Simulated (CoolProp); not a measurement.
Vapour pressure (kPa) of ammonia: the reference equation beside estimates from Tc = 405.6 K, pc = 11360 kPa, ω = 0.256. Clausius-Clapeyron is anchored at 229 K with a constant enthalpy of vaporisation of 23.86 kJ/mol.

Values from CoolProp's reference Helmholtz-energy equation of state, Gao 2020.

| T (K) | reference | Lee-Kesler | Clausius-Clapeyron | van der Waals | Soave-Redlich-Kwong | Peng-Robinson |
|---|---|---|---|---|---|---|
| 229 | 57.09 | 53.45 | 57.09 | 688.9 | 54.24 | 56.29 |
| 244.9 | 129.9 | 124.9 | 128.8 | 1024 | 125.9 | 128.5 |
| 260.8 | 263.9 | 259.0 | 263.1 | 1456 | 259.7 | 261.9 |
| 276.7 | 489.3 | 487.0 | 495.1 | 1996 | 486.9 | 486.8 |
| 292.6 | 842.1 | 845.7 | 869.9 | 2653 | 845.2 | 839.8 |
| 308.5 | 1364 | 1375 | 1442 | 3436 | 1377 | 1363 |
| 324.4 | 2100 | 2120 | 2275 | 4353 | 2130 | 2103 |
| 340.4 | 3108 | 3133 | 3448 | 5419 | 3161 | 3119 |
| 356.3 | 4432 | 4456 | 5023 | 6626 | 4510 | 4455 |

Absolute difference from the reference over all 9 rows, mean and median: Lee-Kesler 1.8 and 0.8 %, Clausius-Clapeyron 4.9 and 3.3 %, van der Waals 350.3 and 215.0 %, Soave-Redlich-Kwong 1.8 and 1.6 %, Peng-Robinson 0.6 and 0.5 %.
